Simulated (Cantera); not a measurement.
A diamond (100) surface in a fixed gas of H2 with x(CH4) = 0.012, x(CH3) = 1.8e-05, at 998 K, 0.0306 atm; coverages are run to steady state.

Cantera simulation using the Harris–Goodwin 1993 mechanism for the reconstructed diamond (100) surface; the numbers are that mechanism's predictions, not measurements.

One state of this run: growth (µm/h) = 0.294; θ c6HH = 0.598; θ c6H* = 0.0185; θ c6*H = 0.373; θ c6** = 0.00974; θ c6HM = 0.000180. θ: site fractions in the mechanism's names (c6HH fully hydrogenated, c6H* and c6*H radical sites, c6** diradical, c6HM methylated).

Which value of x(H) does it belong to?
(A) 0.0011
(B) 0.00022
(C) 0.00049
(D) 0.055

D, 0.055
